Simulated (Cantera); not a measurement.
## Thermodynamics of nitride etching, feed BN + H2O + N2

A closed system holds: 1 mol BN, 0.51 mol H2O, 73 mol N2, held at 1.20 Torr.

Method: chemical equilibrium by Gibbs-energy minimisation in Cantera with the NASA 1993 tables (ideal gas, pure condensed phases). Candidate condensed phases: B, BN, B2O3, B3O3H3, H2O; 39 gas species. Mutual solubility and eutectic melting of coexisting phases are not modelled. Equilibrium is a limit: real reactors are often held back by kinetics, nucleation or transport.

From 800 K to 1400 K the condensed part is BN(s) + B2O3(l). From 1500 K to 1900 K the condensed part is BN(s).

```csv
T (K),x N2,x H2,x BO,x B2O3,x H,x HBO,x B2O2,n BN(s),n B2O3(l)
800,0.993,0.00691,<1e-12,<1e-12,6.02e-12,1.15e-12,<1e-12,0.660,0.170
900,0.993,0.00691,<1e-12,1.00e-11,2.43e-10,1.61e-10,<1e-12,0.660,0.170
1000,0.993,0.00691,<1e-12,2.09e-9,4.72e-9,8.18e-9,<1e-12,0.660,0.170
1100,0.993,0.00691,8.48e-11,1.60e-7,5.37e-8,2.00e-7,1.93e-10,0.661,0.169
1200,0.993,0.00689,7.36e-9,5.75e-6,4.09e-7,2.83e-6,2.41e-8,0.662,0.167
1300,0.993,0.00680,3.17e-7,0.000116,2.28e-6,2.62e-5,1.41e-6,0.665,0.151
1400,0.991,0.00652,7.87e-6,0.00150,9.82e-6,0.000172,4.51e-5,0.668,0.0237
1500,0.991,0.00647,6.35e-5,0.00173,3.54e-5,0.000445,0.000228,0.646,0
1600,0.990,0.00631,0.000342,0.00129,0.000108,0.000880,0.000710,0.600,0
1700,0.989,0.00606,0.00123,0.000546,0.000287,0.00130,0.00129,0.536,0
1800,0.988,0.00585,0.00282,0.000101,0.000685,0.00135,0.00119,0.499,0
1900,0.987,0.00560,0.00449,9.92e-6,0.00148,0.00106,0.000638,0.490,0
```
x: gas mole fraction; n: condensed amount in mol.
